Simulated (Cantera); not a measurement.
Cantera run:

```python
import numpy as np
import cantera as ct

gas_names = """
    B BCL BCL2 BCL3 BO BOCL BO2 B2 B2O B2O2 B2O3 B3O3CL3 CL CLO CL2 O O2 O3
""".split()
cond_names = """
    B(b) B(L) B2O3(L)
""".split()


# ... load() reads the species with a 1 bar reference pressure and builds the phases ...
atoms = {
    'BCl3': {'B': 1, 'CL': 3},
    'O2': {'O': 2},
}
top_T = {}  # K; cautious upper limits of use, not melting points


# ... equilibrate(T, P, feed) seeds the gas with the atoms and calls Mixture.equilibrate('TP', solver="vcs", rtol=1e-11, max_steps=5000) ...
results = []
feed = {'BCl3': 1, 'O2': 0.067}  # mol
T = 825  # K
P = 2300  # Pa
mix = equilibrate(T, P, feed)
results.append((T, P, feed, dict(zip(mix.species_names, mix.species_moles))))
print(gas.report(threshold=1e-05))
for i in range(1, mix.n_phases):
    print(f"{mix.phase(i).name:16s} {mix.phase_moles(i):12.5e} mol")
```

Result:

```
       temperature   825 K
          pressure   2300 Pa
           density   0.038292 kg/m^3
  mean mol. weight   114.2 kg/kmol
   phase of matter   gas

                          1 kg             1 kmol
                     ---------------   ---------------
          enthalpy       -3.2022e+06       -3.6569e+08  J
   internal energy       -3.2622e+06       -3.7255e+08  J
           entropy            3447.4         3.937e+05  J/K
    Gibbs function       -6.0463e+06       -6.9049e+08  J
 heat capacity c_p            681.47             77824  J/K
 heat capacity c_v            608.66             69509  J/K

                      mass frac. Y      mole frac. X     chem. pot. / RT
                     ---------------   ---------------   ---------------
              BCL3           0.85044           0.82896           -100.77
           B3O3CL3          0.069928          0.042756           -297.88
                CL         1.204e-05        3.8786e-05           -17.137
               CL2          0.079622           0.12825           -34.273
     [  +14 minor]         4.555e-09        8.3551e-09

B(b)              0.00000e+00 mol
B2O3(L)           0.00000e+00 mol
```

Cantera equilibrium calculation (NASA polynomials, part measured and part estimated; ideal gas, pure solids and liquids).
